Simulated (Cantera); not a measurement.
Cu2O + CH4 + H2 (carbothermic reduction)

A closed system holds: 1 mol Cu2O, a varied amount of CH4, 0.11 mol H2, held at 13300 Pa.

These are equilibrium values from Cantera (NASA tables, ideal gas, pure condensed phases), not measurements of a reactor. Candidate condensed phases: C, C6H6, C7H8, C8H18, Cu, CuO, Cu(OH)2, Cu2O, H2O; 113 gas species. Rates play no part.

Stable condensed phases:

```
T in K \ n(CH4) in mol
         0.34 0.45 0.57 0.69 0.81 0.92    1  1.2  1.3  1.4  1.5  1.6
   2598     A    A    A    A    A    A    A    B    B    B    B    B
   2548     A    A    A    A    A    A    A    B    B    B    B    B
   2498     A    A    A    A    A    A    A    B    B    B    B    B
   2448     A    A    A    A    A    A    A    B    B    B    B    B
   2398     A    A    A    A    A    A    A    B    B    B    B    B
   2348     C    C    C    A    A    A    A    B    B    B    B    B
   2298     C    C    C    C    C    C    C    B    B    B    B    B
   2248     C    C    C    C    C    C    C    D    D    D    D    D
   2198     C    C    C    C    C    C    C    D    D    D    D    D
   2148     C    C    C    C    C    C    C    D    D    D    D    D
   2098     C    C    C    C    C    C    C    D    D    D    D    D
   2048     C    C    C    C    C    C    C    D    D    D    D    D
   1998     C    C    C    C    C    C    C    D    D    D    D    D
   1948     C    C    C    C    C    C    C    D    D    D    D    D
```

A: gas only; B: C; C: Cu; D: C + Cu.
